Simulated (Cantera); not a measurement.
A Cantera script and what it prints.

```python
import numpy as np
import cantera as ct

gas_names = """
    Fe FeO Fe(OH)2 H HNO HNO2 HNO3 HO2 H2 H2O H2O2 N NH NH2 NH3 NH2OH NO NO2 NO3 N2 N2H2 N2H4 N2O O OH
    O2 O3
""".split()
cond_names = """
    Fe(a) Fe(c) Fe(d) Fe(L) FeO(s) FeO(L) Fe(OH)2(s) Fe(OH)3(s) Fe2O3(s) Fe3O4(s) H2O(s) H2O(L)
""".split()


# ... load() reads the species with a 1 bar reference pressure and builds the phases ...
atoms = {
    'Fe': {'Fe': 1},
    'H2O': {'H': 2, 'O': 1},
    'N2': {'N': 2},
}
top_T = {'Fe2O3(s)': 1830, 'Fe3O4(s)': 1870}  # K; cautious upper limits of use, not melting points


# ... equilibrate(T, P, feed) seeds the gas with the atoms and calls Mixture.equilibrate('TP', solver="vcs", rtol=1e-11, max_steps=5000) ...
results = []
T = 1673.15  # K
P = 10000  # Pa
for m in [1.3, 1.6, 1.9, 2.4, 2.9, 3.5, 4.3, 5.2, 6.4, 7.7]:
    feed = {'Fe': 1, 'H2O': m, 'N2': 14}  # mol
    mix = equilibrate(T, P, feed)
    results.append((T, P, feed, dict(zip(mix.species_names, mix.species_moles))))
    x = sorted(zip(gas.X, gas.species_names), reverse=True)
    print(f"T = {T:g} K  P = {P:g} Pa  n(H2O) = {m:g} mol  gas = {mix.phase_moles(0):.4g} mol")
    print("   x: " + "  ".join(f"{s} {v:.3e}" for v, s in x if v > 1e-05))
    print("   condensed (mol): " + ("  ".join(f"{mix.phase(i).name} {mix.phase_moles(i):.4g}"
          for i in range(1, mix.n_phases) if mix.phase_moles(i) > 1e-12) or "none"))
```

Result:

```
T = 1673.15 K  P = 10000 Pa  n(H2O) = 1.3 mol  gas = 15.3 mol
   x: N2 9.150e-01  H2 5.766e-02  H2O 2.725e-02  H 8.660e-05  Fe 4.023e-05
   condensed (mol): Fe(d) 0.1165  FeO(L) 0.8829
T = 1673.15 K  P = 10000 Pa  n(H2O) = 1.6 mol  gas = 15.6 mol
   x: N2 8.974e-01  H2 6.402e-02  H2O 3.848e-02  H 9.125e-05  Fe 3.164e-05
   condensed (mol): FeO(L) 0.9995
T = 1673.15 K  P = 10000 Pa  n(H2O) = 1.9 mol  gas = 15.9 mol
   x: N2 8.804e-01  H2 6.282e-02  H2O 5.661e-02  H 9.040e-05  Fe 2.110e-05
   condensed (mol): FeO(L) 0.9996
T = 1673.15 K  P = 10000 Pa  n(H2O) = 2.4 mol  gas = 16.4 mol
   x: N2 8.536e-01  H2O 8.536e-02  H2 6.092e-02  H 8.901e-05  Fe 1.357e-05
   condensed (mol): FeO(L) 0.9997
T = 1673.15 K  P = 10000 Pa  n(H2O) = 2.9 mol  gas = 16.9 mol
   x: N2 8.284e-01  H2O 1.124e-01  H2 5.912e-02  H 8.769e-05  Fe 1.000e-05
   condensed (mol): FeO(L) 0.9997
T = 1673.15 K  P = 10000 Pa  n(H2O) = 3.5 mol  gas = 17.5 mol
   x: N2 8.000e-01  H2O 1.428e-01  H2 5.709e-02  H 8.618e-05  OH 1.038e-05
   condensed (mol): FeO(L) 0.9997
T = 1673.15 K  P = 10000 Pa  n(H2O) = 4.3 mol  gas = 18.3 mol
   x: N2 7.650e-01  H2O 1.803e-01  H2 5.460e-02  H 8.427e-05  OH 1.339e-05  Fe(OH)2 1.201e-05
   condensed (mol): FeO(L) 0.9997
T = 1673.15 K  P = 10000 Pa  n(H2O) = 5.2 mol  gas = 19.2 mol
   x: N2 7.291e-01  H2O 2.187e-01  H2 5.204e-02  H 8.228e-05  OH 1.664e-05  Fe(OH)2 1.457e-05
   condensed (mol): FeO(L) 0.9996
T = 1673.15 K  P = 10000 Pa  n(H2O) = 6.4 mol  gas = 20.4 mol
   x: N2 6.862e-01  H2O 2.647e-01  H2 4.899e-02  H 7.982e-05  OH 2.076e-05  Fe(OH)2 1.763e-05
   condensed (mol): FeO(L) 0.9996
T = 1673.15 K  P = 10000 Pa  n(H2O) = 7.7 mol  gas = 21.7 mol
   x: N2 6.451e-01  H2O 3.087e-01  H2 4.605e-02  H 7.740e-05  OH 2.497e-05  Fe(OH)2 2.057e-05
   condensed (mol): FeO(L) 0.9995
```

These are equilibrium values from Cantera (NASA tables, ideal gas, pure condensed phases), not measurements of a reactor. Mutual solubility and eutectic melting of coexisting phases are not modelled. The tables' stoichiometric FeO is somewhat more stable than real wüstite, so its field is too wide. FeO: taken at fixed stoichiometry.
